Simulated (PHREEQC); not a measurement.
Solution (25 °C): 69 mmol/kgw Li2SO4. Closed to the air; pH follows from the charge balance.

Model: ion-association model, wateq4f.dat, run in PHREEQC.

### Question
The ionic strength comes out as 0.187 mol/kgw. What activity coefficients do Li+, LiSO4-, SO4-2 get?

### Answer
Li+ 0.76, LiSO4- 0.74, SO4-2 0.30.

Precipitation was switched off in this run. Species that the database lacks are ignored.
